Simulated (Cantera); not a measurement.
# Stirred combustor or abatement burner

A perfectly stirred reactor is fed with 1.66 % C3H8, 19.0 % O2, 79.4 % N2, at 760 Torr; it is adiabatic with a 325 K inlet, and is followed from long to short residence time, starting on the burning branch (τ in s: 0.29, 0.11, 0.039, 0.014, 0.0053, 0.002, 0.00073, 0.00027, 9.9e-05, 3.6e-05, 1.3e-05, 5e-06).

Computed with Cantera and GRI-Mech 3.0 (53 species, 325 reactions). GRI-Mech 3.0 was tuned for natural gas; its chemistry of propane as a main component is partial and can be far from experiment.

| τ (s) | T (K) | x C3H8 | x O2 | x CH2 | x CH2O | x CH2CO |
|---|---|---|---|---|---|---|
| 0.29 | 1327 | 3.65e-6 | 0.105 | 3.62e-9 | 1.50e-6 | 5.00e-6 |
| 0.11 | 1323 | 6.87e-6 | 0.105 | 8.85e-9 | 3.02e-6 | 9.12e-6 |
| 0.039 | 1314 | 1.37e-5 | 0.106 | 2.26e-8 | 6.54e-6 | 1.72e-5 |
| 0.014 | 1295 | 2.91e-5 | 0.107 | 5.66e-8 | 1.49e-5 | 3.28e-5 |
| 0.0053 | 325 | 0.0166 | 0.190 | <1e-12 | <1e-12 | <1e-12 |
| 0.0020 | 325 | 0.0166 | 0.190 | <1e-12 | <1e-12 | <1e-12 |
| 0.00073 | 325 | 0.0166 | 0.190 | <1e-12 | <1e-12 | <1e-12 |
| 0.00027 | 325 | 0.0166 | 0.190 | <1e-12 | <1e-12 | <1e-12 |
| 9.9e-5 | 325 | 0.0166 | 0.190 | <1e-12 | <1e-12 | <1e-12 |
| 3.6e-5 | 325 | 0.0166 | 0.190 | <1e-12 | <1e-12 | <1e-12 |
| 1.3e-5 | 325 | 0.0166 | 0.190 | <1e-12 | <1e-12 | <1e-12 |
| 5.0e-6 | 325 | 0.0166 | 0.190 | <1e-12 | <1e-12 | <1e-12 |
x: mole fraction; the columns are a selection and need not sum to one.
